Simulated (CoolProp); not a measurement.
n-perfluorohexane at 298.15 K and 0.173 MPa is throttled through a valve to 0.0409 MPa with no heat exchange. Each further row changes one setting.

Model: reference Helmholtz-energy equation of state, Gao 2022, in CoolProp.

```
case                        temperature change (K)  final phase  final density (kg/m³)
--------------------------  ----------------------  -----------  ---------------------
as stated                                     +0.0       liquid                   1680
outlet pressure 0.0123 MPa                       …            …                      …
outlet pressure 0.0532 MPa                    +0.0       liquid                   1680
```

Problem. What belongs in the gaps?

Solution. 
- outlet pressure 0.0123 MPa, temperature change (K): -18.4
- outlet pressure 0.0123 MPa, final phase: two-phase, vapour fraction 0.194
- outlet pressure 0.0123 MPa, final density (kg/m³): 9.27
